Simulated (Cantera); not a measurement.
A closed system holds: 1 mol MgO, 3.9 mol CO, 0.19 mol H2, equilibrated at 1425 K and 0.100 bar.

Cantera equilibrium calculation (NASA polynomials, part measured and part estimated; ideal gas, pure solids and liquids). Candidate condensed phases: C, C6H6, C7H8, C8H18, H2O, Mg, MgCO3, MgO, Mg(OH)2; 116 gas species. The numbers say what is thermodynamically allowed, not how fast it happens.

Base state: CO 0.953, H2 0.0464, CO2 0.000121, H2O 1.34e-5 (mole fractions); condensed: C(graphite) + MgO(s).

Task: What changes in the equilibrium state with this change: temperature from 1425 K to 1973 K?

Result: 
```tsv
species	before	after
CO	0.953	0.944
H2	0.0464	0.0448
Mg	4.48e-6	0.00512
CO2	0.000121	0.00423
H	4.65e-6	0.000904
H2O	1.34e-5	0.000900
C(graphite), mol	0.000528	0
MgO(s), mol	1.000	0.979
```
